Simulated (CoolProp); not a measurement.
R1132(E) along the isobar 0.401 MPa: density (kg/m³) from the reference equation and from simpler models built on Tc = 348.8 K, pc = 5.174 MPa, ω = 0.245; each cubic takes its own stable root.

The numbers come from the reference Helmholtz-energy equation of state, Akasaka 2024 in CoolProp.

| T (K) | phase | reference | ideal gas | van der Waals | Soave-Redlich-Kwong | Peng-Robinson |
|---|---|---|---|---|---|---|
| 311 | gas | 10.36 | 9.930 | 10.25 | 10.34 | 10.37 |
| 318.4 | gas | 10.08 | 9.700 | 9.993 | 10.07 | 10.10 |
| 325.8 | gas | 9.822 | 9.479 | 9.750 | 9.811 | 9.843 |
| 333.2 | gas | 9.577 | 9.269 | 9.519 | 9.569 | 9.600 |
| 340.6 | gas | 9.346 | 9.067 | 9.299 | 9.339 | 9.369 |
| 348.1 | gas | 9.124 | 8.872 | 9.086 | 9.119 | 9.147 |
| 355.5 | gas | 8.916 | 8.687 | 8.886 | 8.912 | 8.938 |
| 362.9 | gas | 8.718 | 8.510 | 8.695 | 8.714 | 8.740 |
| 370.3 | gas | 8.530 | 8.340 | 8.512 | 8.526 | 8.551 |
| 377.7 | gas | 8.350 | 8.177 | 8.337 | 8.347 | 8.370 |
| 385.2 | gas | 8.175 | 8.018 | 8.167 | 8.172 | 8.195 |
| 392.6 | gas | 8.011 | 7.866 | 8.006 | 8.008 | 8.029 |
| 400 | gas | 7.853 | 7.721 | 7.851 | 7.850 | 7.871 |
